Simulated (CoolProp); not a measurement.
Values from CoolProp's reference Helmholtz-energy equation of state, Zhou 2016.

**Question.** Give the vapour pressure (kPa), liquid cp (kJ/(kg K)), vapour Z of saturated R245ca at 342.1, 352.9 K.

**Answer.** 
```csv
T (K),p (kPa),liquid cp (kJ/(kg K)),vapour Z
342.1,424,1.46,0.892
352.9,568,1.49,0.868
```
